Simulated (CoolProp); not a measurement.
A Linde-Hampson liquefier for dry air: isothermal reversible compression at 250 K from 1 atm to 30 MPa, throttling to 1 atm, return gas leaving the recuperator 2 K below the feed. Each further row changes one setting.

The numbers come from the reference Helmholtz-energy equation of state, Lemmon 2000 in CoolProp. It is a pseudo-pure fit of the blend.

| case | liquid yield per pass | compression work (kJ/kg of gas) |
|---|---|---|
| as stated | [?] | 401 |
| high pressure 60 MPa | 0.157 | [?] |
| warm-end temperature 280 K | [?] | 455 |
| warm-end gap 7 K | [?] | 401 |

**Question.** Fill in the missing entries.

**Answer.** 
- as stated, liquid yield per pass: 0.160
- high pressure 60 MPa, compression work (kJ/kg of gas): 463
- warm-end temperature 280 K, liquid yield per pass: 0.117
- warm-end gap 7 K, liquid yield per pass: 0.149
